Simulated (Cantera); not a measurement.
**Aluminium and copper etching: Al + Br2 + N2**

A closed system holds: 1 mol Al, 2.9 mol Br2, 2.7 mol N2, equilibrated at 0.480 bar.

Method: chemical equilibrium by Gibbs-energy minimisation in Cantera with the NASA 1993 tables (ideal gas, pure condensed phases). Candidate condensed phases: Al, AlBr3, AlN, Br2; 10 gas species. Rates play no part.

From 600 °C to 1100 °C nothing is condensed. The main Al-bearing gas is AlBr3 throughout.

| T (°C) | x N2 | x Br2 | x AlBr3 | x Br | x Al2Br6 |
|---|---|---|---|---|---|
| 600 | 0.531 | 0.275 | 0.188 | 0.000783 | 0.00431 |
| 650 | 0.530 | 0.274 | 0.192 | 0.00162 | 0.00204 |
| 700 | 0.529 | 0.273 | 0.194 | 0.00312 | 0.00102 |
| 750 | 0.528 | 0.271 | 0.195 | 0.00562 | 0.000548 |
| 800 | 0.527 | 0.268 | 0.195 | 0.00957 | 0.000310 |
| 850 | 0.525 | 0.265 | 0.194 | 0.0155 | 0.000185 |
| 900 | 0.523 | 0.259 | 0.194 | 0.0241 | 0.000115 |
| 950 | 0.520 | 0.252 | 0.192 | 0.0358 | 7.46e-5 |
| 1000 | 0.516 | 0.242 | 0.191 | 0.0514 | 4.99e-5 |
| 1050 | 0.511 | 0.229 | 0.189 | 0.0713 | 3.43e-5 |
| 1100 | 0.504 | 0.214 | 0.187 | 0.0955 | 2.41e-5 |
x: gas mole fraction; nothing condenses.
